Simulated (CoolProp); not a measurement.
Vapour-liquid equilibrium of n-butane (1) + R245fa (2) at 100.15 °C; x and y are mole fractions of (1).

The numbers come from the multi-fluid Helmholtz-energy mixture model, Bücker 2006 and Akasaka 2015; pair parameters Bell 2016 in CoolProp.

| x | bubble pressure, mixture model (MPa) | bubble pressure, Raoult's law (MPa) | y, mixture model | y, Raoult's law |
|---|---|---|---|---|
| 0.05 | 1.407 | 1.282 | 0.115 | 0.060 |
| 0.2 | 1.705 | 1.321 | 0.325 | 0.232 |
| 0.35 | 1.870 | 1.361 | 0.446 | 0.394 |
| 0.5 | 1.947 | 1.400 | 0.538 | 0.547 |
| 0.65 | 1.952 | 1.439 | 0.625 | 0.691 |
| 0.8 | 1.875 | 1.478 | 0.730 | 0.828 |
| 0.95 | 1.656 | 1.517 | 0.904 | 0.958 |

The largest gap from Raoult's law is +39.1 % in bubble pressure, at x = 0.5. y crosses x between x = 0.5 and 0.65: the model has an azeotrope there.

The pair parameters rest on a limited set of measurements; away from them the model extrapolates.
